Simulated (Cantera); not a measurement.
**Formation from one mole of S₂**

Source: NASA polynomial tables (part measured, part estimated), evaluated in Cantera. Values are per mole of reaction as written; species without (g) are pure solids or liquids, kept so even where they would boil at 1 bar.

2 Pb + S₂(g) = 2 PbS(g)

```tsv
T (K)	ΔH° (kJ)	ΔS° (J/K)	ΔG° (kJ)	log10 K
350	134.4	142.4	84.5	-12.62
400	133.5	140.1	77.5	-10.12
450	132.6	138.0	70.5	-8.19
500	131.7	136.0	63.7	-6.65
550	130.7	134.1	56.9	-5.41
600	129.6	132.3	50.3	-4.38
```

2 Ca + S₂(g) = 2 CaS

```
T (K)  ΔH° (kJ)  ΔS° (J/K)  ΔG° (kJ)  log10 K
-----  --------  ---------  --------  -------
350     -1074.3     -198.5   -1004.8   149.96
400     -1073.8     -197.1    -994.9   129.92
450     -1073.3     -195.9    -985.1   114.35
500     -1072.8     -195.0    -975.3   101.89
550     -1072.4     -194.2    -965.6    91.70
600     -1072.1     -193.6    -955.9    83.22
```

1.5 Ni + S₂(g) = 0.5 Ni₃S₄

```tsv
T (K)	ΔH° (kJ)	ΔS° (J/K)	ΔG° (kJ)	log10 K
350	-278.4	-178.1	-216.1	32.24
400	-277.8	-176.5	-207.2	27.06
450	-277.1	-174.9	-198.4	23.03
500	-276.3	-173.3	-189.7	19.82
550	-275.5	-171.7	-181.1	17.20
600	-274.7	-170.3	-172.5	15.02
```

2 Ba + S₂(g) = 2 BaS

| T (K) | ΔH° (kJ) | ΔS° (J/K) | ΔG° (kJ) | log10 K |
|---|---|---|---|---|
| 350 | -1055.1 | -194.7 | -987.0 | 147.29 |
| 400 | -1054.7 | -193.5 | -977.3 | 127.61 |
| 450 | -1054.2 | -192.5 | -967.6 | 112.31 |
| 500 | -1053.8 | -191.7 | -958.0 | 100.08 |
| 550 | -1053.5 | -191.0 | -948.4 | 90.07 |
| 600 | -1053.2 | -190.5 | -938.9 | 81.74 |
